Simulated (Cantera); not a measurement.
Cantera with NASA thermochemical tables; ideal gases at 1 bar, condensed phases pure. Values are per mole of reaction as written; species without (g) are pure solids or liquids, kept so even where they would boil at 1 bar.

NbO2 + N2(g) ⇌ Nb + 2 NO(g), with ΔH° = 977.5 kJ and ΔS° = 211.8 J/K at 300 K.

**Question.** How far is the shortcut ΔG° ≈ ΔH°(300 K) − T·ΔS°(300 K) from the full temperature-dependent value at 2023, 2048, 2073, 2098, 2123 K?

**Answer.** 
```csv
T (K),shortcut (kJ),full (kJ),difference (kJ),difference in log10 K
2023,549.0,580.4,-31.4,0.81
2048,543.7,575.9,-32.2,0.82
2073,538.4,571.4,-33.0,0.83
2098,533.1,566.9,-33.8,0.84
2123,527.8,562.4,-34.6,0.85
```
The shortcut ignores the heat-capacity change of the reaction.
